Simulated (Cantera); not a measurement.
Cantera run:

```python
import numpy as np
import cantera as ct

gas_names = """
    CL CL2 H HCL H2 Si SiCL SiCL2 SiCL3 SiCL4 SiH SiHCL3 SiH2 SiH2CL2 SiH3 SiH3CL SiH4 Si2 Si3
""".split()
cond_names = """
    Si(cr) Si(L)
""".split()


# ... load() reads the species with a 1 bar reference pressure and builds the phases ...
atoms = {
    'Si2Cl6': {'Si': 2, 'CL': 6},
    'HCl': {'H': 1, 'CL': 1},
    'H2': {'H': 2},
}
top_T = {}  # K; cautious upper limits of use, not melting points


# ... equilibrate(T, P, feed) seeds the gas with the atoms and calls Mixture.equilibrate('TP', solver="vcs", rtol=1e-11, max_steps=5000) ...
results = []
T = 1573.15  # K
P = 1800  # Pa
for m in [0.32, 0.5, 0.76, 1.2, 1.8, 2.7, 4.2]:
    feed = {'Si2Cl6': 1, 'HCl': m, 'H2': 18}  # mol
    mix = equilibrate(T, P, feed)
    results.append((T, P, feed, dict(zip(mix.species_names, mix.species_moles))))

top = {s: max(r[3][s] / sum(r[3][g] for g in gas_names) for r in results) for s in gas_names}
cols = sorted((s for s in top if top[s] > 1e-06), key=lambda s: -top[s])[:8]
seen = [c for c in cond_names if any(r[3].get(c, 0) > 1e-12 for r in results)]
print("log10 of partial pressures in bar; condensed amounts in mol")
print(f"{'n(HCl)':>10s}" + "".join(f"{s[:9]:>10s}" for s in cols + seen))
for T, P, feed, n in results:
    ng = sum(n[g] for g in gas_names)
    print(f"{feed['HCl']:10.4g}" + "".join(f"{np.log10(max(n[s] / ng * P / 1e5, 1e-99)):10.3f}" for s in cols)
          + "".join(f"{n.get(c, 0):10.4g}" for c in seen))
```

Output:

```
log10 of partial pressures in bar; condensed amounts in mol
    n(HCl)        H2       HCL     SiCL2     SiCL3     SiCL4    SiHCL3         H        CL    Si(cr)
      0.32    -1.849    -2.618    -2.858    -4.350    -5.422    -5.530    -5.315    -6.184    0.2965
       0.5    -1.851    -2.614    -2.846    -4.332    -5.399    -5.514    -5.316    -6.178    0.2357
      0.76    -1.854    -2.607    -2.831    -4.309    -5.367    -5.492    -5.317    -6.170    0.1475
       1.2    -1.859    -2.596    -2.806    -4.272    -5.317    -5.457    -5.320    -6.157         0
       1.8    -1.870    -2.533    -2.821    -4.217    -5.194    -5.408    -5.325    -6.088         0
       2.7    -1.887    -2.458    -2.842    -4.155    -5.048    -5.354    -5.333    -6.004         0
       4.2    -1.912    -2.364    -2.876    -4.082    -4.868    -5.294    -5.346    -5.898         0
```

These are equilibrium values from Cantera (NASA tables, ideal gas, pure condensed phases), not measurements of a reactor. The feed counts by its element totals alone. The tables' values for SiCl3, SiCl are old estimates; treat these amounts as uncertain.
